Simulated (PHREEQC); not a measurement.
A solution holds 0.0038 mol/kgw Ag2SO4, 0.027 mol/kgw NaNO3 and 0.3 mol/kgw Zn(NO3)2, at 5 °C. Closed to the air; pH follows from the charge balance.

All values are PHREEQC results (ion-association model, wateq4f.dat), not measurements.

Precipitation was switched off in this run.

Task: Order these Ag species by the share of Ag that they hold, largest first: Ag+, AgNO3, AgSO4-.

Result: Ag+ (89 %), AgNO3 (10 %), AgSO4- (0.33 %)

Task: Order these S species by the share of S that they hold, largest first: ZnSO4, AgSO4-, Zn(SO4)2-2, SO4-2, NaSO4-.

Result: ZnSO4 (62 %), SO4-2 (36 %), Zn(SO4)2-2 (0.87 %), NaSO4- (0.76 %), AgSO4- (0.66 %)

The pH is 5.44 and the ionic strength 0.928 mol/kgw. Caution: at this ionic strength the ion-association model is outside its range; a Pitzer model would be the better tool where its parameters exist. Species that the database lacks are ignored. At this temperature some constants are extrapolated from 25 °C, and those without enthalpy data are left unchanged.
